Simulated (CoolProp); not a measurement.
Saturation properties of octamethylcyclotetrasiloxane (D4) (Tc = 313.4 °C, pc = 13.47 bar, ω = 0.598).

Model: reference Helmholtz-energy equation of state, Thol 2015, in CoolProp.

```csv
T (°C),p (bar),vapour density (kg/m³),enthalpy of vaporisation (kJ/kg),liquid cp (kJ/(kg K))
173.05,0.9458,8.159,131.9,1.989
180.55,1.143,9.812,129.0,2.009
188.05,1.371,11.73,125.9,2.028
195.65,1.636,13.97,122.7,2.049
203.15,1.934,16.52,119.4,2.070
210.65,2.273,19.46,116.1,2.092
218.15,2.655,22.83,112.6,2.114
225.65,3.085,26.71,108.9,2.138
233.25,3.573,31.23,105.0,2.164
240.75,4.111,36.38,101.0,2.191
248.25,4.709,42.34,96.68,2.222
```

It boils at 175.7 °C under 1 atm.
